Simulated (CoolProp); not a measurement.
R124 at 298.15 K and 0.138 MPa is throttled through a valve to 0.0405 MPa with no heat exchange. Each further row changes one setting.

Model: reference Helmholtz-energy equation of state, de Vries 1995, in CoolProp.

```tsv
case	temperature change (K)	final density (kg/m³)
as stated	-2.2	2.27
outlet pressure 0.0121 MPa	-2.9	0.675
outlet pressure 0.0527 MPa	-2.0	2.96
```
